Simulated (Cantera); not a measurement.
What does this Cantera script print?

```python
import numpy as np
import cantera as ct

gas = ct.Solution("SiF4_NH3_mec.yaml", "gas")
gas.TPX = 2200, 4300, {'NH3': 1, 'N2': 0.32}
reactor = ct.IdealGasConstPressureReactor(gas, energy="off", clone=False)
net = ct.ReactorNet([reactor])
net.rtol, net.atol = 1e-08, 1e-18
show = ['NH3', 'NH2', 'N', 'NH', 'N2', 'H', 'N2H4']
times = np.geomspace(6e-06, 20, 12)

steps = ct.SolutionArray(gas, extra=["t"])
rows = []
print(f"{'t/s':>10s}{'T/K':>9s}{'P/Pa':>11s}" + "".join(f"{s:>11s}" for s in show))
for t in times:
    while net.time < t:
        t_next = net.step()
        steps.append(gas.state, t=t_next)
    rows.append([np.interp(t, steps.t, y) for y in (steps.T, steps.P, *steps(*show).X.T)])
    print(f"{t:10.3e}{rows[-1][0]:9.1f}{rows[-1][1]:11.4g}" + "".join(f"{x:11.3e}" for x in rows[-1][2:]))
rate = np.gradient(steps.T, steps.t)
print("integrator steps:", len(steps.t))
if steps.T.max() > steps.T[0] + 200:
    print(f"time of steepest temperature rise: {steps.t[rate.argmax()]:.4e} s")
gas.TPX = 2200, 4300, {'NH3': 1, 'N2': 0.32}
gas.equilibrate("TP")
print(f"equilibrium (TP): T = {gas.T:.1f} K  " + "  ".join(f"{s} {gas[s].X[0]:.3e}" for s in show))
```

Output:

```
       t/s      T/K       P/Pa        NH3        NH2          N         NH         N2          H       N2H4
 6.000e-06   2200.0       4300  7.575e-01  2.760e-05  1.331e-13  1.398e-09  2.424e-01  2.311e-06  2.809e-12
 2.350e-05   2200.0       4300  7.574e-01  1.148e-04  1.214e-11  3.152e-08  2.424e-01  2.317e-06  5.729e-11
 9.207e-05   2200.0       4300  7.569e-01  4.540e-04  1.045e-09  7.784e-07  2.424e-01  2.387e-06  9.325e-10
 3.607e-04   2200.0       4300  7.550e-01  1.691e-03  2.976e-08  1.090e-05  2.422e-01  3.926e-06  1.306e-08
 1.413e-03   2200.0       4300  7.450e-01  3.444e-03  2.410e-07  3.384e-05  2.431e-01  1.900e-05  5.428e-08
 5.535e-03   2200.0       4300  7.033e-01  3.123e-03  1.008e-06  4.357e-05  2.493e-01  6.970e-05  4.466e-08
 2.168e-02   2200.0       4300  5.665e-01  2.401e-03  2.690e-06  5.301e-05  2.695e-01  2.265e-04  2.640e-08
 8.493e-02   2200.0       4300  2.736e-01  1.374e-03  4.104e-06  4.845e-05  3.127e-01  6.728e-04  8.641e-09
 3.327e-01   2200.0       4300  3.031e-02  3.046e-04  4.552e-06  2.409e-05  3.485e-01  2.014e-03  4.244e-10
 1.303e+00   2200.0       4300  5.542e-06  5.259e-07  7.326e-07  4.027e-07  3.500e-01  1.934e-02  1.244e-15
 5.106e+00   2200.0       4300  3.261e-07  3.478e-08  6.123e-08  2.994e-08  3.496e-01  2.168e-02  5.467e-18
 2.000e+01   2200.0       4300  1.891e-07  2.017e-08  3.550e-08  1.736e-08  3.496e-01  2.168e-02  1.862e-18
integrator steps: 1936
equilibrium (TP): T = 2200.0 K  NH3 1.884e-07  NH2 2.009e-08  N 3.537e-08  NH 1.730e-08  N2 3.496e-01  H 2.168e-02  N2H4 1.849e-18
```

Model: the gas-phase N/H chemistry of the illustrative SiF4/NH3 mechanism in the Surface Chemkin manual (1991), integrated in Cantera. Walls and surfaces, which speed up NH3 decomposition in real reactors, are not modelled.
